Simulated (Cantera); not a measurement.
What does this Cantera script print?

```python
import numpy as np
import cantera as ct

gas_names = [...]  # 92 gases of nasa_gas.yaml made of C, H, N
cond_names = """
    C(gr) C6H6(L) C7H8(L) C8H18(L),n-octa
""".split()


# ... load() reads the species with a 1 bar reference pressure and builds the phases ...
atoms = {
    'C': {'C': 1},
    'NH3': {'N': 1, 'H': 3},
    'N2': {'N': 2},
}
top_T = {'C(gr)': 4500}  # K; cautious upper limits of use, not melting points


# ... equilibrate(T, P, feed) seeds the gas with the atoms and calls Mixture.equilibrate('TP', solver="vcs", rtol=1e-11, max_steps=5000) ...
results = []
feed = {'C': 1, 'NH3': 0.06, 'N2': 40}  # mol
P = 100000  # Pa
for T in [1775, 1925, 2075, 2225, 2375, 2525, 2675]:
    mix = equilibrate(T, P, feed)
    results.append((T, P, feed, dict(zip(mix.species_names, mix.species_moles))))
    x = sorted(zip(gas.X, gas.species_names), reverse=True)
    print(f"T = {T:g} K  P = {P:g} Pa  gas = {mix.phase_moles(0):.4g} mol")
    print("   x: " + "  ".join(f"{s} {v:.3e}" for v, s in x if v > 1e-05))
    print("   condensed (mol): " + ("  ".join(f"{mix.phase(i).name} {mix.phase_moles(i):.4g}"
          for i in range(1, mix.n_phases) if mix.phase_moles(i) > 1e-12) or "none"))
```

It prints:

```
T = 1775 K  P = 100000 Pa  gas = 40.12 mol
   x: N2 9.976e-01  H2 2.107e-03  HCN 2.488e-04  H 1.329e-05
   condensed (mol): C(gr) 0.9896
T = 1925 K  P = 100000 Pa  gas = 40.12 mol
   x: N2 9.975e-01  H2 1.969e-03  HCN 4.808e-04  H 4.242e-05  HNC 2.372e-05
   condensed (mol): C(gr) 0.9796
T = 2075 K  P = 100000 Pa  gas = 40.12 mol
   x: N2 9.973e-01  H2 1.749e-03  HCN 8.185e-04  H 1.114e-04  HNC 5.303e-05
   condensed (mol): C(gr) 0.9645
T = 2225 K  P = 100000 Pa  gas = 40.13 mol
   x: N2 9.969e-01  H2 1.445e-03  HCN 1.239e-03  H 2.462e-04  HNC 1.016e-04  C2N2 1.212e-05
   condensed (mol): C(gr) 0.9446
T = 2375 K  P = 100000 Pa  gas = 40.13 mol
   x: N2 9.965e-01  HCN 1.674e-03  H2 1.083e-03  H 4.641e-04  HNC 1.684e-04  C2N2 3.514e-05  CN 3.446e-05
   condensed (mol): C(gr) 0.9213
T = 2525 K  P = 100000 Pa  gas = 40.14 mol
   x: N2 9.960e-01  HCN 2.022e-03  H 7.539e-04  H2 7.233e-04  HNC 2.436e-04  CN 1.263e-04  C2N2 8.973e-05
   condensed (mol): C(gr) 0.8959
T = 2675 K  P = 100000 Pa  gas = 40.15 mol
   x: N2 9.953e-01  HCN 2.210e-03  H 1.074e-03  H2 4.325e-04  CN 3.996e-04  HNC 3.123e-04  C2N2 2.061e-04
   condensed (mol): C(gr) 0.8641
```

Cantera equilibrium calculation (NASA polynomials, part measured and part estimated; ideal gas, pure solids and liquids).
